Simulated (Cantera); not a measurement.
Feed: 1 mol Cr, 11 mol N2, 89 mol H2, at 2300 K and 7130 Torr.

Cantera equilibrium calculation (NASA polynomials, part measured and part estimated; ideal gas, pure solids and liquids). Candidate condensed phases: Cr, CrN, Cr2N; 11 gas species. Rates play no part.

Base state: H2 0.885, N2 0.110, H 0.00295, Cr 0.00201, NH3 3.41e-5 (mole fractions); condensed: Cr(l).

What changes in the equilibrium state with this change: temperature from 2300 K to 1923.15 K?


```json
[
 {"species": "H2", "before": "0.885", "after": "0.890"},
 {"species": "N2", "before": "0.110", "after": "0.110"},
 {"species": "H", "before": "0.00295", "after": "0.000289"},
 {"species": "Cr", "before": "0.00201", "after": "4.90e-5"},
 {"species": "NH3", "before": "3.41e-5", "after": "6.07e-5"},
 {"species": "Cr(l), mol", "before": "0.798", "after": "0"},
 {"species": "Cr(s), mol", "before": "0", "after": "0.995"}
]
```
